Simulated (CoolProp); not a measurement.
A Linde-Hampson liquefier for CF4 (R14): isothermal reversible compression at 280 K from 1 atm to 30 MPa, throttling to 1 atm, return gas leaving the recuperator 0 K below the feed. Each further row changes one setting.

Computed with CoolProp (reference Helmholtz-energy equation of state, Platzer 1990). This equation is an older, rougher fit; its heat capacities, sound speeds and derivatives of the liquid may be far off and weren't checked against measurements.

```tsv
case	liquid yield per pass	compression work (kJ/kg of gas)
as stated	?	131
warm-end temperature 310 K	?	?
warm-end gap 5 K	?	131
```

Task: What belongs in the gaps?

Result: 
- as stated, liquid yield per pass: 0.344
- warm-end temperature 310 K, liquid yield per pass: 0.270
- warm-end temperature 310 K, compression work (kJ/kg of gas): 152
- warm-end gap 5 K, liquid yield per pass: 0.334
